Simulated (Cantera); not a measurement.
An adiabatic, constant-pressure homogeneous reactor starts with H₂ : O₂ : N₂ = 1 : 0.893 : 2.68 (molar parts), at 1625 K and 100000 Pa. Integrator tolerance rtol = 1e-08.

Model: the H2/O2 subset of GRI-Mech 3.0, which has no nitrogen chemistry, integrated in Cantera.

Question: What does this change do: constant volume in place of constant pressure?

Answer: 
| quantity | before | after |
|---|---|---|
| time of steepest temperature rise | 8.39 µs | 8.33 µs |
| temperature at 0.300 s | 2758 K | 2891 K |
| equilibrium temperature | 2758 K | 2891 K |
| x(H₂) at 0.300 s | 0.0129 (gas-phase equilibrium 0.0129) | 0.0161 (gas-phase equilibrium 0.0161) |
| x(O₂) at 0.300 s | 0.0868 (gas-phase equilibrium 0.0868) | 0.0849 (gas-phase equilibrium 0.0849) |
| x(H₂O₂) at 0.300 s | 7.03e-7 (gas-phase equilibrium 7.03e-7) | 1.06e-6 (gas-phase equilibrium 1.06e-6) |
| x(H₂O) at 0.300 s | 0.204 (gas-phase equilibrium 0.204) | 0.195 (gas-phase equilibrium 0.195) |
| x(H) at 0.300 s | 0.00808 (gas-phase equilibrium 0.00808) | 0.0111 (gas-phase equilibrium 0.0111) |
| x(OH) at 0.300 s | 0.0345 (gas-phase equilibrium 0.0345) | 0.0409 (gas-phase equilibrium 0.0409) |
| x(HO₂) at 0.300 s | 1.94e-5 (gas-phase equilibrium 1.94e-5) | 2.76e-5 (gas-phase equilibrium 2.76e-5) |

Question: What does this change do: H2 1 to 1.6 parts?

Answer: 
```tsv
quantity	before	after
time of steepest temperature rise	8.39 µs	7.96 µs
temperature at 0.300 s	2758 K	2927 K
equilibrium temperature	2758 K	2927 K
x(H₂) at 0.300 s	0.0129 (gas-phase equilibrium 0.0129)	0.0497 (gas-phase equilibrium 0.0497)
x(O₂) at 0.300 s	0.0868 (gas-phase equilibrium 0.0868)	0.0325 (gas-phase equilibrium 0.0325)
x(H₂O₂) at 0.300 s	7.03e-7 (gas-phase equilibrium 7.03e-7)	7.13e-7 (gas-phase equilibrium 7.13e-7)
x(H₂O) at 0.300 s	0.204 (gas-phase equilibrium 0.204)	0.256 (gas-phase equilibrium 0.256)
x(H) at 0.300 s	0.00808 (gas-phase equilibrium 0.00808)	0.0282 (gas-phase equilibrium 0.0282)
x(OH) at 0.300 s	0.0345 (gas-phase equilibrium 0.0345)	0.0453 (gas-phase equilibrium 0.0453)
x(HO₂) at 0.300 s	1.94e-5 (gas-phase equilibrium 1.94e-5)	1.46e-5 (gas-phase equilibrium 1.46e-5)
```
